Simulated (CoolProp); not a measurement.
The numbers come from the reference Helmholtz-energy equation of state, Thol 2016 in CoolProp.

Problem. For R1234ze(E), give the phase and the cp (kJ/(kg K)), cv (kJ/(kg K)), expansivity (1/kK) at 420 K and 1050 kPa; 420 K and 3970 kPa; 420 K and 9630 kPa.

Solution. 
- 420 K and 1050 kPa: gas; cp 1.11, cv 0.998, expansivity 3.13
- 420 K and 3970 kPa: supercritical; cp 1.49, cv 1.07, expansivity 8.86
- 420 K and 9630 kPa: supercritical; cp 1.84, cv 1.08, expansivity 8.33
